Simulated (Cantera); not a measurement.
A perfectly stirred reactor is fed with 2.78 % CH4, 2.14 % C2H6, 1.39 % C3H8, 19.7 % O2, 74.0 % N2, at 1.30 bar; it is adiabatic with a 548 K inlet, and is followed from long to short residence time, starting on the burning branch (τ in s: 0.092, 0.026, 0.0076, 0.0022, 0.00064, 0.00018, 5.3e-05, 1.5e-05, 4.4e-06).

Cantera simulation using GRI-Mech 3.0 (53 species, 325 reactions); the numbers are that mechanism's predictions, not measurements. GRI-Mech 3.0 was tuned for natural gas; its chemistry of propane as a main component is partial and can be far from experiment.

x: mole fraction; the columns are a selection and need not sum to one.

| τ (s) | T (K) | x CH4 | x C2H6 | x C3H8 | x CO | x NO2 | x OH | x HO2 |
|---|---|---|---|---|---|---|---|---|
| 0.092 | 2373 | 6.84e-7 | 4.21e-8 | 3.40e-8 | 0.0193 | 4.79e-7 | [?] | 1.15e-6 |
| 0.026 | 2356 | 2.00e-6 | 1.47e-7 | 1.13e-7 | 0.0207 | 3.28e-7 | [?] | 1.35e-6 |
| 0.0076 | 2316 | 5.00e-6 | 4.92e-7 | 3.40e-7 | 0.0239 | 1.82e-7 | [?] | 1.81e-6 |
| 0.0022 | 2246 | 1.21e-5 | 1.59e-6 | 9.66e-7 | 0.0286 | 8.35e-8 | [?] | 2.79e-6 |
| 0.00064 | 2158 | 3.14e-5 | 4.97e-6 | 2.71e-6 | 0.0339 | 3.70e-8 | 0.00923 | 4.66e-6 |
| 0.00018 | 2057 | 9.88e-5 | 1.68e-5 | 8.60e-6 | 0.0402 | 1.76e-8 | 0.00950 | 8.36e-6 |
| 5.3e-5 | 1938 | 0.000435 | 7.30e-5 | 3.64e-5 | 0.0519 | 9.03e-9 | [?] | 2.10e-5 |
| 1.5e-5 | 548 | 0.0278 | 0.0214 | 0.0139 | <1e-12 | <1e-12 | <1e-12 | <1e-12 |
| 4.4e-6 | 548 | 0.0278 | 0.0214 | 0.0139 | <1e-12 | <1e-12 | <1e-12 | <1e-12 |

### Question
Some entries are withheld; supply them.

### Answer

- 0.092, x OH: 0.00520
- 0.026, x OH: 0.00575
- 0.0076, x OH: 0.00677
- 0.0022, x OH: 0.00811
- 5.3e-5, x OH: 0.00770
